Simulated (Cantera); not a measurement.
Feed: 1 mol N2O, 0.067 mol H2O, 0.36 mol H2, held at 3150 °C and 11.0 mbar.

Method: chemical equilibrium by Gibbs-energy minimisation in Cantera with the NASA 1993 tables (ideal gas, pure condensed phases). Candidate condensed phases: H2O; 24 gas species. Equilibrium is a limit: real reactors are often held back by kinetics, nucleation or transport.

Base state: N2 0.345, O 0.341, H 0.284, NO 0.00956, O2 0.00783, OH 0.00744, H2 0.00364, N 0.000854 (mole fractions); condensed: gas only.

Q: What changes in the equilibrium state with this change: H2 from 0.36 to 0.12 mol?

A: 
```json
[
 {"species": "N2", "before": "0.345", "after": "0.412"},
 {"species": "O", "before": "0.341", "after": "0.407"},
 {"species": "H", "before": "0.284", "after": "0.150"},
 {"species": "O2", "before": "0.00783", "after": "0.0112"},
 {"species": "NO", "before": "0.00956", "after": "0.0125"},
 {"species": "H2", "before": "0.00364", "after": "0.00101"},
 {"species": "H2O", "before": "0.000216", "after": "7.19e-5"},
 {"species": "OH", "before": "0.00744", "after": "0.00469"},
 {"species": "N", "before": "0.000854", "after": "0.000933"}
]
```

Q: What changes in the equilibrium state with this change: 0.0063 mol H2S added?

A: 
```
species  before     after
-------  ------  --------
N2        0.345     0.343
O         0.341     0.339
H         0.284     0.287
S             0   0.00185
SO            0  0.000328
SO2           0   1.08e-5
```
Further candidate phases: H2SO4, S.

Q: What changes in the equilibrium state with this change: H2 from 0.36 to 5.6 mol?

A: 
| species | before | after |
|---|---|---|
| H | 0.284 | 0.811 |
| N2 | 0.345 | 0.0766 |
| O | 0.341 | 0.0756 |
| H2 | 0.00364 | 0.0297 |
| O2 | 0.00783 | 0.000385 |
| NO | 0.00956 | 0.000999 |
| N | 0.000854 | 0.000402 |
| H2O | 0.000216 | 0.000391 |
| OH | 0.00744 | 0.00471 |
